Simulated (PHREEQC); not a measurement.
A solution holds 21 mmol/kgw HF, 0.093 mmol/kgw (NH4)2SiF6, 0.067 mmol/kgw HBF4 and 0.58 mmol/kgw HCl, at 20 °C. Closed to the air; pH follows from the charge balance.

Equilibrium calculation in PHREEQC: ion-association model, phreeqc.dat.

```
Item                        Value
----------------  ---------------
pH                           2.40
ionic strength    0.00453 mol/kgw
total alkalinity     -22.2 meq/kg
```

```csv
species,molality,activity,log γ
HF,0.0172,0.0172,0.000
H+,0.00425,0.00398,-0.028
F-,0.00339,0.00315,-0.032
Cl-,0.000580,0.000540,-0.031
HF2-,0.000214,0.000199,-0.031
NH4+,0.000186,0.000173,-0.032
SiF6-2,9.30e-5,7.01e-5,-0.123
BF4-,6.56e-5,6.10e-5,-0.031
```

This is a speciation only: nothing precipitates in the calculation. SiF6-2 is the database's only silicon fluoride. Real BF4- forms and hydrolyses slowly; the run takes it at equilibrium.
